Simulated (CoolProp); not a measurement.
Vapour-liquid equilibrium of methanol (1) + ethanol (2) at 4.47 bar; x and y are mole fractions of (1).

The numbers come from the multi-fluid Helmholtz-energy mixture model, de Reuck 1993 and Schroeder 2014; pair parameters Bell 2016 in CoolProp.

Q: Give the bubble temperature and the first vapour's composition at x = 0.05, 0.65, 0.8. Is there an azeotrope?

A: x = 0.05: 393.8 K, y = 0.071; x = 0.65: 385.5 K, y = 0.729; x = 0.8: 383.5 K, y = 0.856. No azeotrope shows between x = 0.05 and 0.95.

Pair parameters are fitted to limited data, so mixtures are less certain than the pure fluids.
